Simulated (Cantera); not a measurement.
## Reactions in the system N-Nb-O

Cantera with NASA thermochemical tables; ideal gases at 1 bar, condensed phases pure. Values are per mole of reaction as written; species without (g) are pure solids or liquids, kept so even where they would boil at 1 bar.

2 N2O(g) + 3 NbO2(g) → 4 NO2(g) + 3 Nb

| T (K) | ΔH° (kJ) | ΔS° (J/K) | ΔG° (kJ) | log10 K |
|---|---|---|---|---|
| 300 | 573.6 | -188.6 | 630.2 | -109.72 |
| 2500 | 632.6 | -145.8 | 997.1 | -20.83 |
| 2525 | 634.0 | -145.3 | 1000.8 | -20.70 |
| 2550 | 635.5 | -144.7 | 1004.4 | -20.57 |
| 2575 | 637.0 | -144.1 | 1008.0 | -20.45 |
| 2600 | 638.5 | -143.5 | 1011.6 | -20.32 |
| 2625 | 640.1 | -142.9 | 1015.2 | -20.20 |
| 2650 | 641.7 | -142.3 | 1018.8 | -20.08 |
| 2675 | 643.4 | -141.7 | 1022.3 | -19.96 |
| 2700 | 645.1 | -141.0 | 1025.8 | -19.85 |
| 2725 | 646.8 | -140.4 | 1029.3 | -19.73 |
